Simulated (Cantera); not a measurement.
Input: 1 mol C2F6, 0.3 mol CH4, 0.65 mol H2, at 1600 K and 0.100 bar.

Equilibrium computed with Cantera from the NASA thermochemical tables; the gas is ideal and each condensed phase is pure. Candidate condensed phases: C, C6H6, C7H8, C8H18; 95 gas species. The feed counts by its element totals alone. Gases not in the tables: C2F6 and larger saturated fluorocarbons. Equilibrium is a limit: real reactors are often held back by kinetics, nucleation or transport.

Base state: HF 0.741, CF4 0.259, CF2 0.000278, CF3 6.30e-5, F 3.87e-5 (mole fractions); condensed: C(graphite).

### Question
What changes in the equilibrium state with this change: 0.16 mol Cl2 added?

### Answer
```json
[
 {"species": "HF", "before": "0.741", "after": "0.665"},
 {"species": "CF4", "before": "0.259", "after": "0.253"},
 {"species": "HCl", "before": "0", "after": "0.0380"},
 {"species": "Cl", "before": "0", "after": "0.0322"},
 {"species": "Cl2", "before": "0", "after": "0.00858"},
 {"species": "CClF3", "before": "0", "after": "0.00256"},
 {"species": "C(graphite), mol", "before": "1.42", "after": "1.39"}
]
```

### Question
What changes in the equilibrium state with this change: CH4 from 0.3 to 0.79 mol?

### Answer
```tsv
species	before	after
HF	0.741	0.920
CF4	0.259	0.0793
CF2	0.000278	0.000154
CF3	6.30e-5	2.60e-5
F	3.87e-5	2.88e-5
C(graphite), mol	1.42	2.40
```
